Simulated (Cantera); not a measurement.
What does this Cantera script print?

```python
import numpy as np
import cantera as ct

gas = ct.Solution("gri30.yaml")
gas.TPX = 1298, 2100, {'N2O': 1, 'H2O': 0.16}
reactor = ct.IdealGasConstPressureReactor(gas, energy="off", clone=False)
net = ct.ReactorNet([reactor])
net.rtol, net.atol = 1e-08, 1e-18
show = ['N2O', 'H2O', 'H', 'N2', 'O', 'O2', 'OH']
times = np.geomspace(0.0001, 10, 9)

steps = ct.SolutionArray(gas, extra=["t"])
rows = []
print(f"{'t/s':>10s}{'T/K':>9s}{'P/Pa':>11s}" + "".join(f"{s:>11s}" for s in show))
for t in times:
    while net.time < t:
        t_next = net.step()
        steps.append(gas.state, t=t_next)
    rows.append([np.interp(t, steps.t, y) for y in (steps.T, steps.P, *steps(*show).X.T)])
    print(f"{t:10.3e}{rows[-1][0]:9.1f}{rows[-1][1]:11.4g}" + "".join(f"{x:11.3e}" for x in rows[-1][2:]))
rate = np.gradient(steps.T, steps.t)
print("integrator steps:", len(steps.t))
if steps.T.max() > steps.T[0] + 200:
    print(f"time of steepest temperature rise: {steps.t[rate.argmax()]:.4e} s")
gas.TPX = 1298, 2100, {'N2O': 1, 'H2O': 0.16}
gas.equilibrate("TP")
print(f"equilibrium (TP): T = {gas.T:.1f} K  " + "  ".join(f"{s} {gas[s].X[0]:.3e}" for s in show))
```

It prints:

```
       t/s      T/K       P/Pa        N2O        H2O          H         N2          O         O2         OH
 1.000e-04   1298.0       2100  8.621e-01  1.379e-01  4.512e-11  6.032e-06  4.114e-06  7.930e-07  3.850e-07
 4.217e-04   1298.0       2100  8.620e-01  1.379e-01  1.752e-09  3.129e-05  9.150e-06  9.136e-06  4.373e-06
 1.778e-03   1298.0       2100  8.618e-01  1.379e-01  1.331e-08  1.538e-04  1.034e-05  5.882e-05  2.590e-05
 7.499e-03   1298.0       2100  8.610e-01  1.378e-01  4.175e-08  7.014e-04  1.045e-05  2.933e-04  7.284e-05
 3.162e-02   1298.0       2100  8.573e-01  1.376e-01  5.073e-08  3.100e-03  1.055e-05  1.396e-03  8.812e-05
 1.334e-01   1298.0       2100  8.421e-01  1.369e-01  4.925e-08  1.314e-02  1.033e-05  5.998e-03  9.690e-05
 5.623e-01   1298.0       2100  7.824e-01  1.341e-01  4.323e-08  5.254e-02  9.732e-06  2.428e-02  1.072e-04
 2.371e+00   1298.0       2100  5.868e-01  1.246e-01  4.434e-08  1.816e-01  9.027e-06  8.492e-02  1.138e-04
 1.000e+01   1298.0       2100  2.128e-01  1.066e-01  6.486e-08  4.288e-01  8.113e-06  2.017e-01  1.063e-04
integrator steps: 1205
equilibrium (TP): T = 1298.0 K  N2O 3.456e-09  H2O 9.637e-02  H 2.380e-09  N2 6.022e-01  O 6.501e-07  O2 3.010e-01  OH 2.903e-05
```

Model: GRI-Mech 3.0 (53 species, 325 reactions), integrated in Cantera. GRI-Mech 3.0 was tuned for natural gas; its chemistry of N2O as a main component is partial and can be far from experiment. Radical loss at walls, strong at low pressure, is not modelled. The mechanism lacks the step 2 NO + O2 → 2 NO2, which can matter for NO2 below about 1400 K. The temperature is held fixed by assumption; the heat of reaction is taken as removed at once.
